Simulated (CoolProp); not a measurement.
Vapour-liquid equilibrium of acetone (1) + p-xylene (2) at 7.88 bar; x and y are mole fractions of (1).

Values from CoolProp's multi-fluid Helmholtz-energy mixture model, Lemmon 2006 and Zhou 2012; pair parameters Bell 2016.

Give the bubble temperature and the first vapour's composition at x = 0.35, 0.65, 0.8. Is there an azeotrope?

x = 0.35: 170.5 °C, y = 0.761; x = 0.65: 148.8 °C, y = 0.903; x = 0.8: 141.1 °C, y = 0.948. No azeotrope shows between x = 0.05 and 0.95.

Pair parameters are fitted to limited data, so mixtures are less certain than the pure fluids.
